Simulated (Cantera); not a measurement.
Sublimation and decomposition of ceramics: MgO + C + H2

Feed: 1 mol MgO, 0.1 mol C, 0.017 mol H2, equilibrated at 0.0100 bar.

Method: chemical equilibrium by Gibbs-energy minimisation in Cantera with the NASA 1993 tables (ideal gas, pure condensed phases). Candidate condensed phases: C, C6H6, C7H8, C8H18, H2O, Mg, MgCO3, MgO, Mg(OH)2; 116 gas species. The tables' values for MgH are old estimates; treat these amounts as uncertain. Kinetics and transport are ignored.

```tsv
T (°C)	x H2	x CO	x Mg	x H	x MgH	x CH4	x C2H2 (acetylene)	n C(graphite)	n MgO(s)
1150	0.960	0.0199	0.0199	6.51e-5	1.85e-5	3.51e-5	3.30e-6	0.0996	1.000
1175	0.937	0.0313	0.0313	8.92e-5	2.96e-5	2.93e-5	4.45e-6	0.0994	0.999
1200	0.903	0.0485	0.0485	0.000120	4.62e-5	2.39e-5	5.87e-6	0.0991	0.999
1225	0.852	0.0740	0.0739	0.000159	7.04e-5	1.88e-5	7.51e-6	0.0985	0.999
1250	0.777	0.111	0.111	0.000204	0.000104	1.39e-5	9.18e-6	0.0976	0.998
1275	0.670	0.165	0.165	0.000252	0.000147	9.20e-6	1.05e-5	0.0958	0.996
1300	0.516	0.242	0.241	0.000292	0.000193	4.89e-6	1.07e-5	0.0920	0.992
1325	0.301	0.350	0.349	0.000292	0.000219	1.49e-6	8.10e-6	0.0802	0.980
1350	0.0782	0.461	0.461	0.000193	0.000151	7.70e-8	1.97e-6	0	0.900
1375	0.0781	0.461	0.461	0.000249	0.000154	3.48e-8	6.32e-7	0	0.900
1400	0.0781	0.461	0.461	0.000318	0.000157	1.61e-8	2.10e-7	0	0.900
1425	0.0780	0.461	0.461	0.000404	0.000161	7.62e-9	7.22e-8	0	0.900
1450	0.0780	0.461	0.461	0.000509	0.000164	3.69e-9	2.56e-8	0	0.900
1475	0.0779	0.461	0.461	0.000638	0.000167	1.82e-9	9.37e-9	0	0.900
```
x: gas mole fraction; n: condensed amount in mol.

From 1150 °C to 1325 °C the condensed part is C(graphite) + MgO(s). From 1350 °C to 1475 °C the condensed part is MgO(s). The main Mg-bearing gas is Mg throughout.
